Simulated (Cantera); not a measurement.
Source: NASA polynomial tables (part measured, part estimated), evaluated in Cantera. Values are per mole of reaction as written; species without (g) are pure solids or liquids, kept so even where they would boil at 1 bar.

H2(g) + PbF2 ⇌ 2 HF(g) + Pb

```tsv
T (K)	ΔH° (kJ)	ΔS° (J/K)	ΔG° (kJ)	log10 K
1625	65.7	98.0	-93.6	3.01
1675	63.3	96.6	-98.5	3.07
1725	60.9	95.2	-103.3	3.13
1775	58.5	93.8	-108.0	3.18
1825	[?]	[?]	[?]	[?]
1875	53.8	91.2	-117.2	3.27
1925	[?]	[?]	[?]	[?]
1975	49.1	88.8	-126.2	3.34
2025	46.7	87.6	-130.6	3.37
```

### Question
Fill in the missing entries.

### Answer

- 1825, ΔH° (kJ): 56.2
- 1825, ΔS° (J/K): 92.5
- 1825, ΔG° (kJ): -112.6
- 1825, log10 K: 3.22
- 1925, ΔH° (kJ): 51.4
- 1925, ΔS° (J/K): 90.0
- 1925, ΔG° (kJ): -121.8
- 1925, log10 K: 3.30
